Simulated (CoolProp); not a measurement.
c-C4F8 (RC318) at 298.15 K and 0.643 MPa flows at 3.2 m/s in a round tube of 100 mm bore and 15 µm roughness, fully developed (64/Re and Nu = 3.66 if laminar; Colebrook and Gnielinski if turbulent). Each further row changes one setting.

Values from CoolProp's reference Helmholtz-energy equation of state, Platzer 1990. This equation is an older, rougher fit; its heat capacities, sound speeds and derivatives of the liquid may be far off and weren't checked against measurements.

```tsv
case	Reynolds number	Darcy friction factor	pressure drop (Pa/m)	heat-transfer coefficient (W/(m² K))	mass flow (kg/h)
as stated	1310000	0.0139	(withheld)	4090	136000
velocity 6.4 m/s	2630000	0.0134	(withheld)	(withheld)	272000
diameter 200 mm	2630000	0.0121	466	(withheld)	543000
```

Fill in the missing entries.


- as stated, pressure drop (Pa/m): 1070
- velocity 6.4 m/s, pressure drop (Pa/m): 4130
- velocity 6.4 m/s, heat-transfer coefficient (W/(m² K)): 8010
- diameter 200 mm, heat-transfer coefficient (W/(m² K)): 3720

Viscosity comes from a separate model (Huber 2003), an estimate that may be off by 10 % or more. Thermal conductivity comes from a separate model (Huber 2003), an estimate that may be off by 10 % or more.
